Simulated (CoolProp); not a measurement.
Model: reference Helmholtz-energy equation of state, Akasaka 2019, in CoolProp.

Question: Give the vapour pressure (MPa), vapour density (kg/m³) of saturated R1234ze(Z) at 298.8 K.

Answer: 
```csv
T (K),p (MPa),vapour density (kg/m³)
298.8,0.182,9.00
```
